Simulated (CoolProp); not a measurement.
Aqueous potassium carbonate as a coolant, 28 % by mass, freezing at -16.0 °C, 1 atm.

The numbers come from the Melinder's fits for secondary coolants in CoolProp.

```csv
T (°C),Prandtl number,density (kg/m³),viscosity (mPa s),conductivity (W/(m K))
-7.1,27.2,1288,4.80,0.527
-4.2,24.5,1287,4.37,0.531
-1.2,22.2,1286,3.98,0.536
1.8,20.2,1284,3.65,0.541
4.8,18.4,1283,3.36,0.546
7.7,16.9,1282,3.11,0.551
10.7,15.6,1281,2.88,0.556
13.7,14.4,1279,2.68,0.561
16.6,13.4,1278,2.51,0.566
19.6,12.4,1276,2.35,0.571
22.6,11.6,1275,2.21,0.576
25.6,10.8,1273,2.07,0.580
28.5,10.1,1272,1.96,0.585
31.5,9.50,1270,1.84,0.590
```
